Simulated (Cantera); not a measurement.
Source: NASA polynomial tables (part measured, part estimated), evaluated in Cantera. Values are per mole of reaction as written; species without (g) are pure solids or liquids, kept so even where they would boil at 1 bar.

S₂(g) + 6 NiS ⇌ 2 Ni₃S₄, with ΔH° = -203.4 kJ and ΔS° = -173.2 J/K at 300 K.

### Question
How far is the shortcut ΔG° ≈ ΔH°(300 K) − T·ΔS°(300 K) from the full temperature-dependent value at 425, 450, 475, 500, 525, 550, 575 K?

### Answer
```csv
T (K),shortcut (kJ),full (kJ),difference (kJ),difference in log10 K
425,-129.8,-130.2,0.4,-0.05
450,-125.5,-126.0,0.6,-0.07
475,-121.2,-121.9,0.8,-0.09
500,-116.8,-117.9,1.0,-0.11
525,-112.5,-113.8,1.3,-0.13
550,-108.2,-109.9,1.7,-0.16
575,-103.8,-105.9,2.1,-0.19
```
The shortcut ignores the heat-capacity change of the reaction.
